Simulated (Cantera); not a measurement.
A closed system holds: 1 mol NF3, 5.4 mol H2, 2.4 mol H2O, equilibrated at 1975 K and 14.0 bar.

Equilibrium computed with Cantera from the NASA thermochemical tables; the gas is ideal and each condensed phase is pure. Candidate condensed phases: H2O; 40 gas species. Rates play no part.

Base state: H2 0.398, HF 0.306, H2O 0.245, N2 0.0510, H 0.000231, NH3 1.66e-5, OH 1.35e-5, H2F2 1.04e-5 (mole fractions); condensed: gas only.

Task: What changes in the equilibrium state with this change: H2 from 5.4 to 0.18 mol?

Result: 
```
species   before    after
-------  -------  -------
HF         0.306    0.572
H2O        0.245    0.205
O2       1.54e-9    0.125
H2         0.398  3.71e-5
N2        0.0510   0.0944
NH3      1.66e-5    <1e-9
NO       1.55e-7  0.00191
O        5.77e-9  5.20e-5
F        6.58e-8  1.28e-5
```
